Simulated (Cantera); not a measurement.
# Thermal oxidation and active oxidation of silicon: Si + O2 + H2

Charge: 1 mol Si, 0.026 mol O2, 310 mol H2, equilibrated at 10.0 mbar.

Equilibrium computed with Cantera from the NASA thermochemical tables; the gas is ideal and each condensed phase is pure. Candidate condensed phases: H2O, Si, SiO2; 18 gas species. Mutual solubility and eutectic melting of coexisting phases are not modelled. The tables hold silica as quartz up to 1696 K and as liquid above; real silica turns to tridymite and cristobalite and melts near 1996 K. Rates play no part.

```csv
T (K),log p H2,log p H,log p SiO,log p SiH2,log p Si,log p SiH,log p H2O,log p SiH4,n Si(s),n SiO2(β-quartz)
1100,-2.00,-8.59,-7.64,-10.88,-13.63,-13.15,-10.04,-10.28,0.974,0.0256
1150,-2.00,-8.13,-6.92,-10.38,-12.70,-12.38,-9.62,-10.23,0.972,0.0241
1200,-2.00,-7.70,-6.27,-9.92,-11.86,-11.68,-9.24,-10.19,0.966,0.0177
1250,-2.00,-7.32,-5.78,-9.50,-11.08,-11.04,-8.99,-10.15,0.948,0
1300,-2.00,-6.96,-5.78,-9.12,-10.36,-10.44,-9.22,-10.11,0.948,0
1350,-2.00,-6.62,-5.78,-8.76,-9.70,-9.90,-9.43,-10.08,0.948,0
1400,-2.00,-6.31,-5.78,-8.42,-9.08,-9.39,-9.62,-10.05,0.948,0
1450,-2.00,-6.02,-5.78,-8.11,-8.51,-8.91,-9.80,-10.02,0.948,0
1500,-2.00,-5.75,-5.78,-7.82,-7.98,-8.47,-9.97,-9.99,0.947,0
```
log p: log10 of the partial pressure in bar; n: condensed amount in mol.

From 1100 K to 1200 K the condensed part is Si(s) + SiO2(β-quartz). From 1250 K to 1500 K the condensed part is Si(s). The main Si-bearing gas is SiO throughout. The share of Si in condensed phases is highest at 1100 K (99.9 %) and lowest at 1500 K (94.7 %).
